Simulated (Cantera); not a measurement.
An adiabatic, constant-volume homogeneous reactor starts with CH4 : O2 : N2 = 1 : 1.82 : 6.84 (molar parts), at 1175 K and 580000 Pa. Integrator tolerance rtol = 1e-08.

Computed with Cantera and GRI-Mech 3.0 (53 species, 325 reactions).

### Question
What does this change do: pressure from 580000 Pa to 1800000 Pa?

### Answer
| quantity | before | after |
|---|---|---|
| time of steepest temperature rise | 11.9 ms | 3.32 ms |
| temperature at 0.100 s | 2974 K | 3054 K |
| equilibrium temperature | 2974 K | 3054 K |
| x(CH4) at 0.100 s | <1e-12 (gas-phase equilibrium <1e-12) | 1.61e-12 (gas-phase equilibrium 1.92e-12) |
| x(O2) at 0.100 s | 0.00779 (gas-phase equilibrium 0.00779) | 0.00575 (gas-phase equilibrium 0.00575) |
| x(H2) at 0.100 s | 0.0201 (gas-phase equilibrium 0.0201) | 0.0177 (gas-phase equilibrium 0.0177) |
| x(CO) at 0.100 s | 0.0464 (gas-phase equilibrium 0.0464) | 0.0433 (gas-phase equilibrium 0.0433) |
| x(O) at 0.100 s | 0.00235 (gas-phase equilibrium 0.00235) | 0.00149 (gas-phase equilibrium 0.00149) |
| x(CH2O) at 0.100 s | 5.78e-9 (gas-phase equilibrium 5.78e-9) | 1.51e-8 (gas-phase equilibrium 1.51e-8) |
The pressure lies above the range GRI-Mech 3.0 was tuned for (to about 10 atm). Above 3000 K some thermodynamic fits are extrapolated.

### Question
What does this change do: pressure from 580000 Pa to 230000 Pa?

### Answer
| quantity | before | after |
|---|---|---|
| time of steepest temperature rise | 11.9 ms | 30.7 ms |
| temperature at 0.100 s | 2974 K | 2904 K |
| equilibrium temperature | 2974 K | 2904 K |
| x(CH4) at 0.100 s | <1e-12 (gas-phase equilibrium <1e-12) | <1e-12 (gas-phase equilibrium <1e-12) |
| x(O2) at 0.100 s | 0.00779 (gas-phase equilibrium 0.00779) | 0.00956 (gas-phase equilibrium 0.00956) |
| x(H2) at 0.100 s | 0.0201 (gas-phase equilibrium 0.0201) | 0.0221 (gas-phase equilibrium 0.0221) |
| x(CO) at 0.100 s | 0.0464 (gas-phase equilibrium 0.0464) | 0.0487 (gas-phase equilibrium 0.0487) |
| x(O) at 0.100 s | 0.00235 (gas-phase equilibrium 0.00235) | 0.00325 (gas-phase equilibrium 0.00325) |
| x(CH2O) at 0.100 s | 5.78e-9 (gas-phase equilibrium 5.78e-9) | 2.59e-9 (gas-phase equilibrium 2.59e-9) |

### Question
What does this change do: initial temperature 1175 to 1625 K?

### Answer
| quantity | before | after |
|---|---|---|
| time of steepest temperature rise | 11.9 ms | 91.5 µs |
| temperature at 0.100 s | 2974 K | 3123 K |
| equilibrium temperature | 2974 K | 3123 K |
| x(CH4) at 0.100 s | <1e-12 (gas-phase equilibrium <1e-12) | <1e-12 (gas-phase equilibrium <1e-12) |
| x(O2) at 0.100 s | 0.00779 (gas-phase equilibrium 0.00779) | 0.0122 (gas-phase equilibrium 0.0122) |
| x(H2) at 0.100 s | 0.0201 (gas-phase equilibrium 0.0201) | 0.0268 (gas-phase equilibrium 0.0268) |
| x(CO) at 0.100 s | 0.0464 (gas-phase equilibrium 0.0464) | 0.0560 (gas-phase equilibrium 0.0560) |
| x(O) at 0.100 s | 0.00235 (gas-phase equilibrium 0.00235) | 0.00547 (gas-phase equilibrium 0.00547) |
| x(CH2O) at 0.100 s | 5.78e-9 (gas-phase equilibrium 5.78e-9) | 7.23e-9 (gas-phase equilibrium 7.23e-9) |
Above 3000 K some thermodynamic fits are extrapolated.
